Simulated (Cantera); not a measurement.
An isothermal, constant-pressure homogeneous reactor starts with H₂ : O₂ = 0.016 : 1 (molar parts), at 950 K and 0.0133 bar.

Cantera simulation using the H2/O2 subset of GRI-Mech 3.0, which has no nitrogen chemistry; the numbers are that mechanism's predictions, not measurements. Radical loss at walls, strong at low pressure, is not modelled.

x: mole fraction; the columns are a selection and need not sum to one.

```json
[
 {"t (s)": "2.00e-5", "x H₂": "0.0157", "x O₂": "0.984", "x H₂O": "<1e-12", "x H": "<1e-12", "x O": "<1e-12", "x OH": "<1e-12"},
 {"t (s)": "7.48e-5", "x H₂": "0.0157", "x O₂": "0.984", "x H₂O": "<1e-12", "x H": "2.22e-12", "x O": "<1e-12", "x OH": "<1e-12"},
 {"t (s)": "0.000280", "x H₂": "0.0157", "x O₂": "0.984", "x H₂O": "1.28e-12", "x H": "6.14e-12", "x O": "4.98e-12", "x OH": "4.11e-12"},
 {"t (s)": "0.00105", "x H₂": "0.0157", "x O₂": "0.984", "x H₂O": "3.61e-11", "x H": "2.14e-11", "x O": "5.06e-11", "x OH": "2.99e-11"},
 {"t (s)": "0.00391", "x H₂": "0.0157", "x O₂": "0.984", "x H₂O": "2.27e-9", "x H": "5.15e-10", "x O": "1.84e-9", "x OH": "8.74e-10"},
 {"t (s)": "0.0146", "x H₂": "0.0155", "x O₂": "0.984", "x H₂O": "?", "x H": "?", "x O": "?", "x OH": "?"},
 {"t (s)": "0.0547", "x H₂": "9.57e-5", "x O₂": "0.981", "x H₂O": "0.0154", "x H": "0.000338", "x O": "0.00306", "x OH": "0.000285"},
 {"t (s)": "0.205", "x H₂": "9.10e-6", "x O₂": "0.984", "x H₂O": "0.0158", "x H": "1.42e-5", "x O": "0.000422", "x OH": "8.72e-5"},
 {"t (s)": "0.765", "x H₂": "7.43e-7", "x O₂": "0.984", "x H₂O": "0.0159", "x H": "3.90e-7", "x O": "3.86e-5", "x OH": "2.62e-5"},
 {"t (s)": "2.86", "x H₂": "5.77e-8", "x O₂": "0.984", "x H₂O": "0.0159", "x H": "1.17e-8", "x O": "3.68e-6", "x OH": "8.24e-6"},
 {"t (s)": "10.7", "x H₂": "5.88e-9", "x O₂": "0.984", "x H₂O": "0.0159", "x H": "5.54e-10", "x O": "4.81e-7", "x OH": "2.99e-6"},
 {"t (s)": "40.0", "x H₂": "8.93e-10", "x O₂": "0.984", "x H₂O": "0.0159", "x H": "4.14e-11", "x O": "8.53e-8", "x OH": "1.26e-6"}
]
```

Some entries are withheld; supply them.


- 0.0146, x H₂O: 0.000191
- 0.0146, x H: 4.13e-5
- 0.0146, x O: 0.000143
- 0.0146, x OH: 6.67e-5
